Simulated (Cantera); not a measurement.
Feed: 1 mol C₂H₆, 0.066 mol H₂O, 0.92 mol N₂, held at 0.133 bar.

Equilibrium computed with Cantera from the NASA thermochemical tables; the gas is ideal and each condensed phase is pure. Candidate condensed phases: C, C₆H₆, C₇H₈, C₈H₁₈, H₂O; 136 gas species. The numbers say what is thermodynamically allowed, not how fast it happens. All values below are at 798 K.

Base state: H₂ 0.655, N₂ 0.248, CH₄ 0.0795, H₂O 0.0116, CO 0.00538, CO₂ 0.000407, NH₃ 0.000107 (mole fractions); condensed: C(graphite).

What changes in the equilibrium state with this change: C₂H₆ replaced by C?


```
species             before     after
----------------  --------  --------
N₂                   0.248     0.892
H₂                   0.655    0.0570
CO                 0.00538    0.0311
CH₄                 0.0795  0.000601
CO₂               0.000407    0.0136
H₂O                 0.0116   0.00581
NH₃               0.000107   5.22e-6
C(graphite), mol      1.68     0.953
```
